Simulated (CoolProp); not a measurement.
Vapour-liquid equilibrium of p-xylene (1) + n-nonane (2) at 0.0103 MPa; x and y are mole fractions of (1).

The numbers come from the multi-fluid Helmholtz-energy mixture model, Zhou 2012 and Lemmon 2006; pair parameters Bell 2016 in CoolProp.

### Question
Give the bubble temperature and the first vapour's composition at x = 0.125, 0.5, 0.8. Is there an azeotrope?

### Answer
x = 0.125: 352.4 K, y = 0.197; x = 0.5: 347.6 K, y = 0.616; x = 0.8: 344.5 K, y = 0.863. No azeotrope shows between x = 0.05 and 0.95.

The pair parameters rest on a limited set of measurements; away from them the model extrapolates.
